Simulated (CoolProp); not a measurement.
n-decane along the isotherm 554.6 K: Z from the reference equation and from simpler models built on Tc = 617.7 K, pc = 2.101 MPa, ω = 0.488; each cubic takes its own stable root.

Values from CoolProp's reference Helmholtz-energy equation of state, Lemmon 2006. It is a short technical equation, of lower accuracy than the large ones.

```json
[
 {"p (MPa)": "1.62", "phase": "liquid", "reference": "0.1023"},
 {"p (MPa)": "3.23", "phase": "liquid", "reference": "0.1986"},
 {"p (MPa)": "4.85", "phase": "liquid", "reference": "0.2923"},
 {"p (MPa)": "6.47", "phase": "liquid", "reference": "0.3835"},
 {"p (MPa)": "8.08", "phase": "liquid", "reference": "0.4723"},
 {"p (MPa)": "9.7", "phase": "liquid", "reference": "0.5600"},
 {"p (MPa)": "11.3", "phase": "liquid", "reference": "0.6453"},
 {"p (MPa)": "12.9", "phase": "liquid", "reference": "0.7294"},
 {"p (MPa)": "14.5", "phase": "liquid", "reference": "0.8126"},
 {"p (MPa)": "16.2", "phase": "liquid", "reference": "0.8999"},
 {"p (MPa)": "17.8", "phase": "liquid", "reference": "0.9812"},
 {"p (MPa)": "19.4", "phase": "liquid", "reference": "1.062"},
 {"p (MPa)": "21", "phase": "liquid", "reference": "1.142"}
]
```

### Question
How far does each simpler model (van der Waals, Redlich-Kwong, Soave-Redlich-Kwong, Peng-Robinson) lie from the reference over these 13 states: mean and median of the absolute difference, and the worst?

### Answer
- van der Waals: mean 60.9 %, median 57.8 %, worst +83.2 % at 554.6 K and 1.62 MPa
- Redlich-Kwong: mean 20.6 %, median 18.5 %, worst +34.9 % at 554.6 K and 1.62 MPa
- Soave-Redlich-Kwong: mean 16.4 %, median 15.4 %, worst +23.7 % at 554.6 K and 1.62 MPa
- Peng-Robinson: mean 3.8 %, median 3.1 %, worst +9.3 % at 554.6 K and 1.62 MPa
